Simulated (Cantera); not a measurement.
Premixed flame

A freely propagating, adiabatic, planar premixed flame of CH4 : O2 : N2 : H2O = 1 : 1.54 : 4.31 : 0.16 (molar parts), unburnt at 525 K and 0.280 bar; mixture-averaged transport, grid criteria slope 0.08 and curve 0.16, no radiation.

Cantera simulation using GRI-Mech 3.0 (53 species, 325 reactions); the numbers are that mechanism's predictions, not measurements. Burning velocities carry a grid error of a few per cent, more on coarse grids.

| z (mm) | T (K) | u (m/s) | x CH4 | x O2 | x H2O | x C2H | x NO | x NO2 |
|---|---|---|---|---|---|---|---|---|
| -2.83 | 525 | 1.47 | 0.142 | 0.219 | 0.0228 | <1e-8 | <1e-8 | <1e-8 |
| -1.89 | 526 | 1.48 | 0.142 | 0.218 | 0.0229 | <1e-8 | <1e-8 | <1e-8 |
| -1.41 | 533 | 1.50 | 0.140 | 0.217 | 0.0236 | <1e-8 | 2.04e-8 | <1e-8 |
| -0.943 | 606 | 1.73 | 0.133 | 0.210 | 0.0316 | <1e-8 | 3.12e-7 | 2.57e-8 |
| -0.471 | 1092 | 3.22 | 0.0926 | 0.167 | 0.0836 | <1e-8 | 3.83e-6 | 1.85e-8 |
| -0.236 | 1540 | 4.63 | 0.0497 | 0.115 | 0.135 | 8.85e-8 | 9.37e-6 | 1.50e-8 |
| 0 | 1928 | 5.88 | 0.0138 | 0.0597 | 0.183 | 2.02e-6 | 1.98e-5 | <1e-8 |
| 0.236 | 2117 | 6.49 | 0.00188 | 0.0259 | 0.209 | 3.28e-6 | 3.59e-5 | <1e-8 |
| 0.471 | 2171 | 6.65 | 0.000165 | 0.0119 | 0.218 | 9.14e-7 | 5.15e-5 | <1e-8 |
| 0.943 | 2191 | 6.69 | 1.09e-6 | 0.00528 | 0.219 | 1.66e-8 | 6.78e-5 | <1e-8 |
| 1.89 | 2206 | 6.71 | <1e-8 | 0.00405 | 0.217 | <1e-8 | 7.67e-5 | <1e-8 |
| 3.77 | 2225 | 6.76 | <1e-8 | 0.00361 | 0.219 | <1e-8 | 8.30e-5 | <1e-8 |
| 7.54 | 2254 | 6.83 | <1e-8 | 0.00302 | 0.221 | <1e-8 | 9.37e-5 | <1e-8 |
x: mole fraction of selected species; z is measured from the peak of heat release.

```yaml
laminar_burning_velocity: 147 cm/s
thermal_thickness: 0.943 mm
peak x(C2H): 3.60e-6
grid_points: 151
```
